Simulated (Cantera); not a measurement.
Input: 1 mol Si, a varied amount of Cl₂, 0.44 mol H₂, at 925 °C and 12.0 bar.

Method: chemical equilibrium by Gibbs-energy minimisation in Cantera with the NASA 1993 tables (ideal gas, pure condensed phases). Candidate condensed phases: Si; 19 gas species. Kinetics and transport are ignored.

Q: Which condensed phases are stable at each of these points (n(Cl₂) (mol)): 0.5, 0.66, 0.83, 0.99, 1.2, 1.3, 1.5, 1.6, 1.8, 2, 2.1?

A: 
| n(Cl₂) (mol) | condensed phases | Si condensed (%) |
|---|---|---|
| 0.5 | Si(s) | 72.3 |
| 0.66 | Si(s) | 63.7 |
| 0.83 | Si(s) | 54.6 |
| 0.99 | Si(s) | 46.1 |
| 1.2 | Si(s) | 35.1 |
| 1.3 | Si(s) | 29.8 |
| 1.5 | Si(s) | 19.3 |
| 1.6 | Si(s) | 14.1 |
| 1.8 | Si(s) | 3.7 |
| 2 | gas only | 0.0 |
| 2.1 | gas only | 0.0 |

From 0.5 mol Cl₂ to 1.8 mol Cl₂ the condensed part is Si(s). From 2 mol Cl₂ to 2.1 mol Cl₂ nothing is condensed.
